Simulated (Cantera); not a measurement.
An adiabatic, constant-pressure homogeneous reactor starts with CH4 : O2 : N2 = 1 : 3.08 : 11.6 (molar parts), equivalence ratio 0.65, at 1048 K and 435 Torr. Integrator tolerance rtol = 1e-08.

Detailed kinetics in Cantera: GRI-Mech 3.0 (53 species, 325 reactions).

What does this change do: constant volume in place of constant pressure?


```
quantity                                                              before                                    after
---------------------------------  -----------------------------------------  ---------------------------------------
time of steepest temperature rise                                    0.656 s                                  0.640 s
temperature at 1.00 s                                                 2285 K                                   2509 K
equilibrium temperature                                               2285 K                                   2509 K
x(CH4) at 1.00 s                       <1e-12 (gas-phase equilibrium <1e-12)    <1e-12 (gas-phase equilibrium <1e-12)
x(O2) at 1.00 s                        0.0646 (gas-phase equilibrium 0.0644)    0.0628 (gas-phase equilibrium 0.0628)
x(C2H4) at 1.00 s                      <1e-12 (gas-phase equilibrium <1e-12)    <1e-12 (gas-phase equilibrium <1e-12)
x(H) at 1.00 s                     0.000413 (gas-phase equilibrium 0.000411)  0.00111 (gas-phase equilibrium 0.00111)
x(N2O) at 1.00 s                     3.30e-7 (gas-phase equilibrium 3.32e-7)  7.77e-7 (gas-phase equilibrium 7.77e-7)
x(H2) at 1.00 s                      0.00121 (gas-phase equilibrium 0.00121)  0.00248 (gas-phase equilibrium 0.00248)
```

What does this change do: initial temperature 1048 to 1550 K?


```tsv
quantity	before	after
time of steepest temperature rise	0.656 s	1.01 ms
temperature at 1.00 s	2285 K	2559 K
equilibrium temperature	2285 K	2559 K
x(CH4) at 1.00 s	<1e-12 (gas-phase equilibrium <1e-12)	<1e-12 (gas-phase equilibrium <1e-12)
x(O2) at 1.00 s	0.0646 (gas-phase equilibrium 0.0644)	0.0634 (gas-phase equilibrium 0.0634)
x(C2H4) at 1.00 s	<1e-12 (gas-phase equilibrium <1e-12)	<1e-12 (gas-phase equilibrium <1e-12)
x(H) at 1.00 s	0.000413 (gas-phase equilibrium 0.000411)	0.00290 (gas-phase equilibrium 0.00290)
x(N2O) at 1.00 s	3.30e-7 (gas-phase equilibrium 3.32e-7)	5.42e-7 (gas-phase equilibrium 5.42e-7)
x(H2) at 1.00 s	0.00121 (gas-phase equilibrium 0.00121)	0.00460 (gas-phase equilibrium 0.00460)
```
